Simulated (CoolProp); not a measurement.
The numbers come from the reference Helmholtz-energy equation of state, Setzmann 1991 in CoolProp.

Question: Give the vapour pressure (kPa), enthalpy of vaporisation (kJ/kg), surface tension (mN/m), liquid viscosity (µPa s) of saturated methane at -121.15 °C.

Answer: 
| T (°C) | p (kPa) | enthalpy of vaporisation (kJ/kg) | surface tension (mN/m) | liquid viscosity (µPa s) |
|---|---|---|---|---|
| -121.15 | 1140 | 405 | 5.44 | 55.4 |

Viscosity comes from a separate model (Quiñones-Cisneros 2006). Surface tension comes from a separate correlation (Mulero 2012).
